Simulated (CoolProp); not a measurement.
The numbers come from the reference Helmholtz-energy equation of state, Colonna 2008 in CoolProp. It is a short technical equation, of lower accuracy than the large ones.

### Question
Give the vapour pressure (MPa), liquid density (kg/m³), vapour density (kg/m³), enthalpy of vaporisation (kJ/kg) of saturated dodecamethylcyclohexasiloxane (D6) at 469.6 K.

### Answer
| T (K) | p (MPa) | liquid density (kg/m³) | vapour density (kg/m³) | enthalpy of vaporisation (kJ/kg) |
|---|---|---|---|---|
| 469.6 | 0.0299 | 771 | 3.54 | 113 |
